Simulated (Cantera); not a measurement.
Feed: 1 mol CuO, 1 mol C, 0.74 mol H2, at 1398.15 K and 1.00 Torr.

Method: chemical equilibrium by Gibbs-energy minimisation in Cantera with the NASA 1993 tables (ideal gas, pure condensed phases). Candidate condensed phases: C, C6H6, C7H8, C8H18, Cu, CuO, Cu(OH)2, Cu2O, H2O; 113 gas species. Rates play no part.

Base state: CO 0.574, H2 0.425, Cu 0.000976, H 8.46e-5 (mole fractions); condensed: Cu(l).

Task: What changes in the equilibrium state with this change: temperature from 1398.15 K to 1598.15 K?

Result: 
```tsv
species	before	after
CO	0.574	0.558
H2	0.425	0.412
Cu	0.000976	0.0290
Cu2	1.88e-7	2.06e-5
H	8.46e-5	0.000938
Cu(l), mol	0.998	0.948
```

Task: What changes in the equilibrium state with this change: temperature from 1398.15 K to 2273 K?

Result: 
```tsv
species	before	after
CO	0.574	0.346
Cu	0.000976	0.346
H2	0.425	0.204
H	8.46e-5	0.104
Cu2	1.88e-7	3.71e-5
Cu(l), mol	0.998	0
```
